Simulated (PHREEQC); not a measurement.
0.92 g of hydrous ferric oxide (600 m²/g; 0.2 weak and 0.005 strong sites per Fe, Dzombak-Morel constants, diffuse double layer) in 1 kg of water with 0.005 mol/kgw of an inert sodium salt, at 25 °C; the pH is set by adding NaOH or the inert anion's acid. O2 is buffered at 0.21 atm. No CO2 enters from the air. No solid was allowed to form.

Base run: PHREEQC, ion-association model, wateq4f.dat. Each further column changes one thing. The table gives surface charge σ (C/m²).

```json
[
 {"pH": "4", "base": "0.187", "background salt from 0.005 to 0.0005 mol/kgw": "?", "oxide from 0.92 to 4.6 g/kgw": "0.204", "0.00079 mol/kgw H3BO3 added": "0.187"},
 {"pH": "5", "base": "0.092", "background salt from 0.005 to 0.0005 mol/kgw": "?", "oxide from 0.92 to 4.6 g/kgw": "0.098", "0.00079 mol/kgw H3BO3 added": "0.092"},
 {"pH": "6", "base": "0.038", "background salt from 0.005 to 0.0005 mol/kgw": "0.014", "oxide from 0.92 to 4.6 g/kgw": "0.039", "0.00079 mol/kgw H3BO3 added": "0.038"},
 {"pH": "7", "base": "0.013", "background salt from 0.005 to 0.0005 mol/kgw": "?", "oxide from 0.92 to 4.6 g/kgw": "0.013", "0.00079 mol/kgw H3BO3 added": "0.013"},
 {"pH": "8", "base": "0.001", "background salt from 0.005 to 0.0005 mol/kgw": "?", "oxide from 0.92 to 4.6 g/kgw": "0.001", "0.00079 mol/kgw H3BO3 added": "0.001"},
 {"pH": "9", "base": "-0.009", "background salt from 0.005 to 0.0005 mol/kgw": "-0.003", "oxide from 0.92 to 4.6 g/kgw": "-0.009", "0.00079 mol/kgw H3BO3 added": "?"},
 {"pH": "10", "base": "-0.031", "background salt from 0.005 to 0.0005 mol/kgw": "?", "oxide from 0.92 to 4.6 g/kgw": "-0.032", "0.00079 mol/kgw H3BO3 added": "-0.032"}
]
```

Problem. Fill in the missing entries.

Solution. 
- 4, background salt from 0.005 to 0.0005 mol/kgw: 0.110
- 5, background salt from 0.005 to 0.0005 mol/kgw: 0.042
- 7, background salt from 0.005 to 0.0005 mol/kgw: 0.004
- 8, background salt from 0.005 to 0.0005 mol/kgw: 0.000
- 9, 0.00079 mol/kgw H3BO3 added: -0.010
- 10, background salt from 0.005 to 0.0005 mol/kgw: -0.012
